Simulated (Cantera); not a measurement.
# Premixed flame

A freely propagating, adiabatic, planar premixed flame of 17.6 % H2, 17.3 % O2, 65.1 % N2, unburnt at 325 K and 570000 Pa; unity-Lewis-number transport, grid criteria slope 0.08 and curve 0.16, no radiation.

Model: the H2/O2 subset of GRI-Mech 3.0, which has no nitrogen chemistry, integrated in Cantera. The hydrogen kinetics of GRI-Mech 3.0 are dated; newer H2 mechanisms differ, most at raised pressure. Unity Lewis numbers drop preferential diffusion, which matters most where H2 and H carry the flame. Burning velocities carry a grid error of a few per cent, more on coarse grids. Lean hydrogen flames are cellular in practice and burn faster than this planar one.

| z (mm) | T (K) | u (m/s) | x H2 | x O2 | x H | x OH | x O | x H2O |
|---|---|---|---|---|---|---|---|---|
| -0.193 | 327 | 0.485 | 0.176 | 0.173 | <1e-8 | <1e-8 | <1e-8 | 0.000230 |
| -0.128 | 339 | 0.503 | 0.175 | 0.172 | <1e-8 | <1e-8 | <1e-8 | 0.00169 |
| -0.0963 | 362 | 0.536 | 0.172 | 0.171 | <1e-8 | <1e-8 | <1e-8 | 0.00444 |
| -0.0642 | 460 | 0.677 | 0.161 | 0.166 | <1e-8 | <1e-8 | 3.33e-8 | 0.0165 |
| -0.0321 | 795 | 1.15 | 0.122 | 0.148 | 2.77e-6 | 4.02e-6 | 6.49e-6 | 0.0594 |
| -0.0160 | 1101 | 1.56 | 0.0821 | 0.130 | 0.000299 | 0.000227 | 0.000163 | 0.103 |
| 0 | 1408 | 1.95 | 0.0358 | 0.108 | 0.00189 | 0.00176 | 0.00124 | 0.152 |
| 0.0160 | 1570 | 2.14 | 0.0113 | 0.0962 | 0.00159 | 0.00324 | 0.00183 | 0.178 |
| 0.0321 | 1632 | 2.22 | 0.00393 | 0.0931 | 0.000668 | 0.00316 | 0.00129 | 0.187 |
| 0.0642 | 1668 | 2.26 | 0.000897 | 0.0924 | 0.000117 | 0.00212 | 0.000461 | 0.191 |
| 0.128 | 1680 | 2.28 | 0.000163 | 0.0926 | 1.22e-5 | 0.00111 | 0.000109 | 0.193 |
| 0.257 | 1684 | 2.28 | 3.28e-5 | 0.0927 | 1.52e-6 | 0.000580 | 2.85e-5 | 0.193 |
| 0.514 | 1685 | 2.28 | 1.00e-5 | 0.0927 | 3.28e-7 | 0.000352 | 1.04e-5 | 0.193 |
x: mole fraction of selected species; z is measured from the peak of heat release.

- laminar burning velocity = 48.3 cm/s
- thermal thickness = 0.0642 mm
- peak x(H) = 0.00207
- peak x(OH) = 0.00334
- peak x(O) = 0.00185
- grid points = 109
